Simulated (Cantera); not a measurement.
A closed system holds: 1 mol Fe2O3, 0.17 mol HCl, 6.1 mol H2, at 1402 °C and 4650 Torr.

Cantera equilibrium calculation (NASA polynomials, part measured and part estimated; ideal gas, pure solids and liquids). Candidate condensed phases: Fe, FeCl2, FeCl3, FeO, Fe(OH)2, Fe(OH)3, Fe2O3, Fe3O4, H2O; 22 gas species. Mutual solubility and eutectic melting of coexisting phases are not modelled. The tables' stoichiometric FeO is somewhat more stable than real wüstite, so its field is too wide. FeO: taken at fixed stoichiometry. The numbers say what is thermodynamically allowed, not how fast it happens.

Question: What is the equilibrium state?

Answer: 
```
Item                                    Result
-----------------------------------  ---------
x(H2)                                    0.661
x(H2O)                                   0.312
x(HCl)                                  0.0252
x(FeCl2)                              0.000949
x(H)                                   3.79e-5
x(Fe(OH)2)                             2.11e-5
x(Cl)                                  1.13e-6
n(Fe(δ))                             0.953 mol
n(FeO(l))                             1.04 mol
gas amount                           6.270 mol
log10 activity of FeCl2(l) (absent)      -3.28
```
